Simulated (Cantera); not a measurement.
A closed system holds: 1 mol MgO, 0.82 mol SO2, 1.3 mol H2O, equilibrated at 0.380 bar.

Equilibrium computed with Cantera from the NASA thermochemical tables; the gas is ideal and each condensed phase is pure. Candidate condensed phases: H2O, H2SO4, Mg, MgO, Mg(OH)2, MgS, MgSO4, S; 26 gas species. Gases not in the tables: S3 to S7. Kinetics and transport are ignored.

x: gas mole fraction; n: condensed amount in mol.

```tsv
T (K)	x H2O	x SO2	x H2S	x S2	x S2O	x H2	n MgO(s)	n MgSO4(s)
723	0.820	0.0509	0.117	0.0111	0.000423	…	0.446	0.554
823	0.615	0.383	0.000964	0.000196	5.20e-5	…	0.992	0.00826
923	0.613	0.387	5.77e-8	7.61e-10	4.29e-9	…	1.000	0
1023	0.613	0.387	1.32e-9	7.33e-12	1.25e-10	…	1.00	0
1123	0.613	0.387	1.33e-9	1.01e-11	1.53e-10	…	1.00	0
1223	0.613	0.387	1.37e-9	1.36e-11	1.85e-10	…	1.00	0
1323	0.613	0.387	1.68e-9	2.23e-11	2.61e-10	…	1.00	0
```

Problem. Some entries are withheld; supply them.

Solution. 
- 723, x H2: 0.000218
- 823, x H2: 8.11e-5
- 923, x H2: 1.01e-5
- 1023, x H2: 7.44e-6
- 1123, x H2: 1.63e-5
- 1223, x H2: 3.19e-5
- 1323, x H2: 6.01e-5
